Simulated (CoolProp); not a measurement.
Vapour-liquid equilibrium of R22 (1) + c-C4F8 (RC318) (2) at 32.95 °C; x and y are mole fractions of (1).

The numbers come from the multi-fluid Helmholtz-energy mixture model, Kamei 1995 and Platzer 1990; pair parameters Bell 2016 in CoolProp. This equation is an older, rougher fit; its heat capacities, sound speeds and derivatives of the liquid may be far off and weren't checked against measurements.

Q: Give the bubble pressure and the first vapour's composition at x = 0.15, 0.35, 0.75. Is there an azeotrope?

A: x = 0.15: 520.6 kPa, y = 0.338; x = 0.35: 791.8 kPa, y = 0.657; x = 0.75: 1171 kPa, y = 0.871. No azeotrope shows between x = 0.05 and 0.95.

The pair parameters rest on a limited set of measurements; away from them the model extrapolates. The gap from Raoult's law changes sign with composition, which may be real or a fault of the pair parameters; it wasn't checked against measurements.
